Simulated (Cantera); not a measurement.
Feed: 1 mol SiCl4, 0.028 mol HCl, 170 mol H2, at 1125 °C and 10000 Pa.

Equilibrium computed with Cantera from the NASA thermochemical tables; the gas is ideal and each condensed phase is pure. Candidate condensed phases: Si; 19 gas species. The tables' values for SiCl3 are old estimates; treat these amounts as uncertain. Rates play no part.

Base state: H2 0.978, HCl 0.0206, SiCl2 0.00128, SiCl3 4.26e-5, SiHCl3 2.01e-5, H 1.48e-5, SiH2Cl2 1.01e-5 (mole fractions); condensed: Si(s).

Task: What changes in the equilibrium state with this change: temperature from 1125 °C to 652 °C?

Result: 
| species | before | after |
|---|---|---|
| H2 | 0.978 | 0.990 |
| HCl | 0.0206 | 0.00443 |
| SiCl4 | 6.04e-6 | 0.00288 |
| H | 1.48e-5 | <1e-9 |
| SiHCl3 | 2.01e-5 | 0.00234 |
| SiCl2 | 0.00128 | 2.86e-5 |
| SiH2Cl2 | 1.01e-5 | 0.000187 |
| Si(s), mol | 0.766 | 0.0615 |

Task: What changes in the equilibrium state with this change: temperature from 1125 °C to 752 °C?

Result: 
| species | before | after |
|---|---|---|
| H2 | 0.978 | 0.986 |
| HCl | 0.0206 | 0.00978 |
| SiCl4 | 6.04e-6 | 0.00192 |
| H | 1.48e-5 | 1.37e-8 |
| SiHCl3 | 2.01e-5 | 0.00166 |
| SiH2Cl2 | 1.01e-5 | 0.000160 |
| SiCl2 | 0.00128 | 0.000173 |
| SiCl3 | 4.26e-5 | 0.000126 |
| Si(s), mol | 0.766 | 0.306 |
